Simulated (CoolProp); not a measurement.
Sulfur dioxide at 228.08 K and 0.0117 MPa is throttled through a valve to 0.00175 MPa with no heat exchange. Each further row changes one setting.

Computed with CoolProp (reference Helmholtz-energy equation of state, Gao 2016).

| case | temperature change (K) | final density (kg/m³) |
|---|---|---|
| as stated | -0.9 | 0.0594 |
| outlet pressure 0.000525 MPa | -1.1 | 0.0178 |
| outlet pressure 0.00228 MPa | -0.9 | 0.0774 |
